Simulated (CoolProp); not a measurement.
Saturation properties of fluorine.

Model: reference Helmholtz-energy equation of state, de Reuck 1990, in CoolProp.

```tsv
T (K)	p (bar)	liquid density (kg/m³)	liquid cp (kJ/(kg K))	vapour Z
82.2	___	___	1.502	___
85.2	1.032	___	1.511	___
88.2	1.436	1479	1.522	0.9560
91.2	1.950	1458	1.535	0.9459
94.2	2.594	1435	1.550	0.9345
97.2	3.385	1412	1.567	0.9219
100.2	4.345	1388	1.587	0.9080
103.2	5.491	1364	___	0.8926
106.2	6.846	1339	1.637	0.8758
109.3	___	1311	1.670	0.8569
112.3	10.32	1284	1.709	0.8368
115.3	12.44	1255	1.757	0.8149
118.3	14.84	1225	1.816	0.7909
```

**Question.** What belongs in the gaps?

**Answer.** 
- 82.2, p (bar): 0.7231
- 82.2, liquid density (kg/m³): 1521
- 82.2, vapour Z: 0.9725
- 85.2, liquid density (kg/m³): 1501
- 85.2, vapour Z: 0.9648
- 103.2, liquid cp (kJ/(kg K)): 1.610
- 109.3, p (bar): 8.485

It boils at 85.0 K under 1 atm.
